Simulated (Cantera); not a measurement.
Feed: 1 mol MgCO3, 0.81 mol SO3, 0.049 mol O2, held at 1.00 bar.

Cantera equilibrium calculation (NASA polynomials, part measured and part estimated; ideal gas, pure solids and liquids). Candidate condensed phases: C, Mg, MgCO3, MgO, MgS, MgSO4, S; 26 gas species. Mutual solubility and eutectic melting of coexisting phases are not modelled. The numbers say what is thermodynamically allowed, not how fast it happens.

Q: Which condensed phases are stable at each of these points (T (K)): 1273, 1323, 1373, 1423, 1473, 1523, 1573, 1623, 1673, 1723?

A: 
```
T (K)   condensed phases  Mg condensed (%)
-----  -----------------  ----------------
1273   MgO(s) + MgSO4(s)             100.0
1323   MgO(s) + MgSO4(s)             100.0
1373              MgO(s)             100.0
1423              MgO(s)             100.0
1473              MgO(s)             100.0
1523              MgO(s)             100.0
1573              MgO(s)             100.0
1623              MgO(s)             100.0
1673              MgO(s)             100.0
1723              MgO(s)             100.0
```

From 1273 K to 1323 K the condensed part is MgO(s) + MgSO4(s). From 1373 K to 1723 K the condensed part is MgO(s).
